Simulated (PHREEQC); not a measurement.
Consider water at 30 °C with 0.19 mol KOH, 0.0024 mol KNO3 and 0.00032 mol KH2PO4 per kg of water. Closed to the air; pH follows from the charge balance.

Model: ion-association model, wateq4f.dat, run in PHREEQC.

**Question.** The ionic strength comes out as 0.194 mol/kgw. What activity coefficients do K+, HPO4-2, NO3-, PO4-3, OH- get?

**Answer.** K+ 0.71, HPO4-2 0.30, NO3- 0.70, PO4-3 0.066, OH- 0.71.

Precipitation was switched off in this run. H3PO4, which wateq4f.dat lacks, is added to it with the constant of phreeqc.dat.
